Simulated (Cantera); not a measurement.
Charge: 1 mol Ti, 1.4 mol CH₄, held at 75.0 Torr.

Equilibrium computed with Cantera from the NASA thermochemical tables; the gas is ideal and each condensed phase is pure. Candidate condensed phases: C, C₆H₆, C₇H₈, C₈H₁₈, Ti, TiC; 77 gas species. TiC: taken at fixed stoichiometry. Equilibrium is a limit: real reactors are often held back by kinetics, nucleation or transport.

**Question.** At 1600 K, list the 4 most abundant gas species with their mole fractions, and the condensed phases.

**Answer.** H₂ 1.000, H 0.000172, CH₄ 0.000163, C₂H₂ (acetylene) 2.75e-5. Condensed: C(graphite) + TiC(s).
